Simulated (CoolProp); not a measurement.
Model: reference Helmholtz-energy equation of state, Gao 2022, in CoolProp.

Task: For n-perfluoropentane, give the phase and the density (kg/m³), cv (kJ/(kg K)), Joule-Thomson coefficient (K/MPa), expansivity (1/kK) at 226.85 °C and 12.5 bar; 226.85 °C and 50 bar; 226.85 °C and 56.2 bar.

Result: 
- 226.85 °C and 12.5 bar: gas; density 97.6, cv 1.03, Joule-Thomson coefficient 5.44, expansivity 3.15
- 226.85 °C and 50 bar: supercritical; density 579, cv 1.06, Joule-Thomson coefficient 4.60, expansivity 9.22
- 226.85 °C and 56.2 bar: supercritical; density 663, cv 1.06, Joule-Thomson coefficient 3.65, expansivity 8.58
